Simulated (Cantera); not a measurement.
A perfectly stirred reactor is fed with 4.95 % CH4, 0.475 % CO, 19.9 % O2, 74.7 % N2, at 0.980 bar; it is adiabatic with a 398 K inlet, and is followed from long to short residence time, starting on the burning branch (τ in s: 0.45, 0.18, 0.068, 0.027, 0.01, 0.004, 0.0015, 0.0006, 0.00023, 9e-05, 3.5e-05, 1.4e-05).

Detailed kinetics in Cantera: GRI-Mech 3.0 (53 species, 325 reactions).

Task: Predict: blow-out, bracketed by the residence times tried; x(CH4) at τ = 0.450 s; x(CO) at τ = 0.450 s; x(O2) at τ = 0.450 s; x(NO) at τ = 0.450 s; x(CH4) at τ = 1.50 ms; x(CO) at τ = 1.50 ms; x(O2) at τ = 1.50 ms; x(HCN) at τ = 1.50 ms; x(NO) at τ = 1.50 ms.

Result: blow-out, bracketed by the residence times tried: burning at 0.600 ms, out at 0.230 ms
x(CH4) at τ = 0.450 s: 7.63e-6
x(CO) at τ = 0.450 s: 0.000122
x(O2) at τ = 0.450 s: 0.0977
x(NO) at τ = 0.450 s: 3.65e-6
x(CH4) at τ = 1.50 ms: 0.000366
x(CO) at τ = 1.50 ms: 0.00659
x(O2) at τ = 1.50 ms: 0.101
x(HCN) at τ = 1.50 ms: 1.11e-8
x(NO) at τ = 1.50 ms: 1.36e-6
